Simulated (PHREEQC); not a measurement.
Make-up at 25 °C: 3.6 mmol/kgw MnSO4 and 0.69 mmol/kgw CdCl2. Closed to the air; pH follows from the charge balance.

Computed with PHREEQC (ion-association model, wateq4f.dat).

Precipitation was switched off in this run.

**Question.** Estimate the pH.

**Answer.** pH 6.54.

**Question.** In which forms is S present?

**Answer.** SO4-2 78 %, MnSO4 17 %, CdSO4 4.4 % of the S.
